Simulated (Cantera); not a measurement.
Charge: 1 mol V, 1.1 mol O2, 120 mol H2, at 100000 Pa.

Equilibrium computed with Cantera from the NASA thermochemical tables; the gas is ideal and each condensed phase is pure. Candidate condensed phases: H2O, V, VO, V2O3, V2O4, V2O5; 12 gas species. Mutual solubility and eutectic melting of coexisting phases are not modelled. VO: taken at fixed stoichiometry. Condensed phases not in the tables: the oxides between V2O3 and V2O5 other than VO2. Rates play no part.

log p: log10 of the partial pressure in bar; n: condensed amount in mol.

```tsv
T (K)	log p H2	log p H	log p H2O	log p VO	log p VO2	n V2O3(s)	n VO(s)	n VO(l)
923	0.00	-9.61	-2.23	<-12	<-12	0.500	0	0
1073	0.00	-7.85	-2.23	<-12	<-12	0.500	0	0
1223	0.00	…	-2.23	<-12	<-12	0.500	0	0
1373	0.00	…	-2.23	<-12	…	0.500	0	0
1523	0.00	-4.64	-2.23	-10.07	-9.06	0.500	0	0
1673	0.00	-3.95	-2.07	-8.37	-7.52	0.172	0.656	0
1823	0.00	-3.37	-2.00	-7.02	-6.38	0	1.000	0
1973	0.00	-2.87	-2.00	-5.90	-5.49	0	0.999	0
2123	-0.01	-2.45	-2.00	-4.98	-4.77	0	0	0.997
2273	-0.01	-2.08	-2.00	-4.24	-4.20	0	0	0.985
2423	-0.01	-1.76	-2.01	-3.60	-3.72	0	0	0.940
2573	-0.02	-1.47	-2.02	-3.04	-3.29	0	0	0.792
```

Some entries are withheld; supply them.


- 1223, log p H: -6.52
- 1373, log p H: -5.48
- 1373, log p VO2: -10.85
